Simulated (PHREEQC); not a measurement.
Dissolve 0.054 mol ZnSO4, 0.031 mol NaCl, 0.00017 mol MnSO4 and 0.0018 mol HF per kg of water at 20 °C. Closed to the air; pH follows from the charge balance.

Computed with PHREEQC (ion-association model, wateq4f.dat).

**Question.** The ionic strength comes out as 0.151 mol/kgw. What activity coefficients do HSO4-, MnCl+, NaSO4-, F-, Zn(SO4)2-2 get?

**Answer.** HSO4- 0.75, MnCl+ 0.76, NaSO4- 0.77, F- 0.73, Zn(SO4)2-2 0.34.

Precipitation was switched off in this run.
